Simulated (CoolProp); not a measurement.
Vapour-liquid equilibrium of n-octane (1) + o-xylene (2) at 150.05 °C; x and y are mole fractions of (1).

Computed with CoolProp (multi-fluid Helmholtz-energy mixture model, Beckmüller 2019 and Zhou 2012; pair parameters Bell 2016).

**Question.** Give the bubble pressure and the first vapour's composition at x = 0.15, 0.45, 0.95. Is there an azeotrope?

**Answer.** x = 0.15: 0.1303 MPa, y = 0.227; x = 0.45: 0.1533 MPa, y = 0.563; x = 0.95: 0.1873 MPa, y = 0.965. No azeotrope shows between x = 0.05 and 0.95.

The pair parameters rest on a limited set of measurements; away from them the model extrapolates.
